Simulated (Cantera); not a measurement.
A closed system holds: 1 mol SiF4, 1.1 mol NO, 1.7 mol H2, at 848 K and 83.0 Pa.

These are equilibrium values from Cantera (NASA tables, ideal gas, pure condensed phases), not measurements of a reactor. Candidate condensed phases: H2O, Si, SiO2, Si2N2O, Si3N4; 58 gas species. The numbers say what is thermodynamically allowed, not how fast it happens.

Base state: HF 0.428, SiF4 0.168, H2 0.165, N2 0.151, H2O 0.0880 (mole fractions); condensed: SiO2(β-quartz).

### Question
What changes in the equilibrium state with this change: SiF4 replaced by TEOS?

### Answer
| species | before | after |
|---|---|---|
| H2 | 0.165 | 0.762 |
| CO | 0 | 0.200 |
| N2 | 0.151 | 0.0359 |
| HF | 0.428 | 0 |
| SiF4 | 0.168 | 0 |
| H2O | 0.0880 | 0.000933 |
| CO2 | 0 | 0.000757 |
| CH4 | 0 | 0.000309 |
| SiO2(β-quartz), mol | 0.390 | 1.00 |
| C(graphite), mol | 0 | 4.92 |
The feed counts by its element totals alone. Further candidate phases: C, C6H6, C7H8, C8H18, SiC.
